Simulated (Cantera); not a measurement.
Cantera run:

```python
import numpy as np
import cantera as ct

gas_names = """
    CL CL2 H HCL H2 Si SiCL SiCL2 SiCL3 SiCL4 SiH SiHCL3 SiH2 SiH2CL2 SiH3 SiH3CL SiH4 Si2 Si3
""".split()
cond_names = """
    Si(cr) Si(L)
""".split()


# ... load() reads the species with a 1 bar reference pressure and builds the phases ...
atoms = {
    'SiCl4': {'Si': 1, 'CL': 4},
    'HCl': {'H': 1, 'CL': 1},
    'H2': {'H': 2},
}
top_T = {}  # K; cautious upper limits of use, not melting points


# ... equilibrate(T, P, feed) seeds the gas with the atoms and calls Mixture.equilibrate('TP', solver="vcs", rtol=1e-11, max_steps=5000) ...
results = []
T = 848.15  # K
P = 1333.22  # Pa
for m in [9.4, 18, 26, 35, 44, 52, 61, 69, 78, 86, 95, 100, 110]:
    feed = {'SiCl4': 1, 'HCl': 0.05, 'H2': m}  # mol
    mix = equilibrate(T, P, feed)
    results.append((T, P, feed, dict(zip(mix.species_names, mix.species_moles))))

top = {s: max(r[3][s] / sum(r[3][g] for g in gas_names) for r in results) for s in gas_names}
cols = sorted((s for s in top if top[s] > 0.0001), key=lambda s: -top[s])[:5]
seen = [c for c in cond_names if any(r[3].get(c, 0) > 1e-12 for r in results)]
print("log10 of partial pressures in bar; condensed amounts in mol")
print(f"{'n(H2)':>10s}" + "".join(f"{s[:9]:>10s}" for s in cols + seen))
for T, P, feed, n in results:
    ng = sum(n[g] for g in gas_names)
    print(f"{feed['H2']:10.4g}" + "".join(f"{np.log10(max(n[s] / ng * P / 1e5, 1e-99)):10.3f}" for s in cols)
          + "".join(f"{n.get(c, 0):10.4g}" for c in seen))
```

Result:

```
log10 of partial pressures in bar; condensed amounts in mol
     n(H2)        H2     SiCL4       HCL    SiHCL3     SiCL3    Si(cr)
       9.4    -1.926    -2.938    -3.728    -3.925    -5.724         0
        18    -1.903    -3.219    -3.879    -4.033    -5.843         0
        26    -1.895    -3.386    -3.967    -4.103    -5.917         0
        35    -1.890    -3.525    -4.040    -4.165    -5.981         0
        44    -1.888    -3.634    -4.096    -4.214    -6.032         0
        52    -1.886    -3.715    -4.138    -4.252    -6.071         0
        61    -1.884    -3.793    -4.178    -4.289    -6.108         0
        69    -1.883    -3.855    -4.209    -4.318    -6.138         0
        78    -1.883    -3.916    -4.240    -4.348    -6.168         0
        86    -1.882    -3.965    -4.261    -4.375    -6.195  0.001337
        95    -1.881    -4.014    -4.273    -4.411    -6.232  0.006626
       100    -1.881    -4.039    -4.280    -4.430    -6.251  0.009539
       110    -1.881    -4.087    -4.291    -4.465    -6.286   0.01531
```

Method: chemical equilibrium by Gibbs-energy minimisation in Cantera with the NASA 1993 tables (ideal gas, pure condensed phases). The tables' values for SiCl3 are old estimates; treat these amounts as uncertain.
